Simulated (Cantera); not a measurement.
Input: 1 mol Zr, 0.011 mol H₂O, 36 mol H₂, held at 1952 °C and 0.160 bar.

Method: chemical equilibrium by Gibbs-energy minimisation in Cantera with the NASA 1993 tables (ideal gas, pure condensed phases). Candidate condensed phases: H₂O, Zr, ZrO₂; 12 gas species. Mutual solubility and eutectic melting of coexisting phases are not modelled. Condensed phases not in the tables: N, O or C dissolved in the metal. Kinetics and transport are ignored.

Base state: H₂ 0.984, H 0.0161, ZrO 1.30e-5 (mole fractions); condensed: Zr(l) + ZrO₂(tetragonal).

**Question.** What changes in the equilibrium state with this change: Zr replaced by V?

**Answer.** 
| species | before | after |
|---|---|---|
| H₂ | 0.984 | 0.983 |
| H | 0.0161 | 0.0161 |
| V | 0 | 0.000298 |
| H₂O | 6.24e-6 | 0.000228 |
| ZrO | 1.30e-5 | 0 |
| VO | 0 | 7.04e-5 |
| Zr(l), mol | 0.994 | 0 |
| ZrO₂(tetragonal), mol | 0.00515 | 0 |
| V(l), mol | 0 | 0.987 |
Further candidate phases: V, VO, V₂O₃, V₂O₄, V₂O₅.
